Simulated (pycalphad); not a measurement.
**Phase fractions of Si-0.99Fe (at.%)**

Computed with pycalphad from the COST 507 light-alloy database (1999), at 1 atm. These are 1990s assessments: newer ones move some temperatures and phases. Phase fractions are per mole of atoms. Kinetics are ignored, which matters at the lower temperatures.

```tsv
T (°C)	LIQUID	DIAMOND_A4	FESI2_H	FESI2_L
1427	1.000	-	-	-
1327	0.055	0.945	-	-
1227	0.038	0.962	-	-
1127	-	0.967	0.033	-
1027	-	0.967	0.033	-
927	-	0.970	-	0.030
827	-	0.970	-	0.030
727	-	0.970	-	0.030
627	-	0.970	-	0.030
527	-	0.970	-	0.030
427	-	0.970	-	0.030
327	-	0.970	-	0.030
227	-	0.970	-	0.030
```

Database names, with the compositions (at.%) that they take in these runs: FESI2_H: Si 70 Fe 30; FESI2_L: Si 67 Fe 33. DIAMOND_A4 is diamond (Si).
